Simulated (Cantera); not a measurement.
Input: 1 mol SO2, 0.054 mol H2, held at 1848 K and 4.30 bar.

Equilibrium computed with Cantera from the NASA thermochemical tables; the gas is ideal and each condensed phase is pure. Candidate condensed phases: H2O, H2SO4, S; 19 gas species. The numbers say what is thermodynamically allowed, not how fast it happens.

Base state: SO2 0.927, H2O 0.0500, SO 0.0108, S2 0.00823, S2O 0.00178, H2 0.00145, H2S 0.000252, SH 0.000171 (mole fractions); condensed: gas only.

Problem. What changes in the equilibrium state with this change: SO2 replaced by HBr?

Solution. 
```tsv
species	before	after
HBr	0	0.900
H2	0.00145	0.0678
Br	0	0.0304
SO2	0.927	0
H2O	0.0500	0
SO	0.0108	0
S2	0.00823	0
Br2	0	0.00217
S2O	0.00178	0
```
Further candidate phases: Br2.
